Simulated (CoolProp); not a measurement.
Vapour-liquid equilibrium of R22 (1) + R113 (2) at 283.3 K; x and y are mole fractions of (1).

Computed with CoolProp (multi-fluid Helmholtz-energy mixture model, Kamei 1995 and Marx 1992; pair parameters Bell 2016).

| x | bubble pressure, mixture model (kPa) | bubble pressure, Raoult's law (kPa) | y, mixture model | y, Raoult's law |
|---|---|---|---|---|
| 0.05 | 61.66 | 57.09 | [?] | 0.599 |
| 0.2 | 178.8 | 156.1 | 0.884 | 0.877 |
| 0.35 | 289.6 | 255.1 | 0.937 | 0.939 |
| 0.5 | [?] | 354.1 | 0.960 | 0.966 |
| 0.65 | [?] | 453.1 | [?] | 0.981 |
| 0.8 | [?] | 552.0 | [?] | 0.991 |
| 0.95 | 648.6 | 651.0 | [?] | 0.998 |

### Question
Some entries are withheld; supply them.

### Answer

- 0.05, y, mixture model: 0.621
- 0.5, bubble pressure, mixture model (kPa): 386.6
- 0.65, bubble pressure, mixture model (kPa): 472.3
- 0.65, y, mixture model: 0.974
- 0.8, bubble pressure, mixture model (kPa): 555.6
- 0.8, y, mixture model: 0.985
- 0.95, y, mixture model: 0.996

The largest gap from Raoult's law is +14.5 % in bubble pressure, at x = 0.2. No azeotrope shows between x = 0.05 and 0.95.

Pair parameters are fitted to limited data, so mixtures are less certain than the pure fluids.
